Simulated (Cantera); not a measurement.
A freely propagating, adiabatic, planar premixed flame of H2 : O2 : N2 : H2O = 1 : 0.943 : 2.92 : 1.3 (molar parts), equivalence ratio 0.53, unburnt at 625 K and 0.220 bar; mixture-averaged transport, grid criteria slope 0.08 and curve 0.16, no radiation.

Model: the H2/O2 subset of GRI-Mech 3.0, which has no nitrogen chemistry, integrated in Cantera. Burning velocities carry a grid error of a few per cent, more on coarse grids. Lean hydrogen flames are cellular in practice and burn faster than this planar one.

### Question
Predict: laminar burning velocity; thermal thickness; peak x(O); peak x(H2O2); peak x(OH).

### Answer
```
Item                        Result
------------------------  --------
laminar burning velocity  328 cm/s
thermal thickness          2.57 mm
peak x(O)                  0.00666
peak x(H2O2)               9.42e-6
peak x(OH)                 0.00851
```
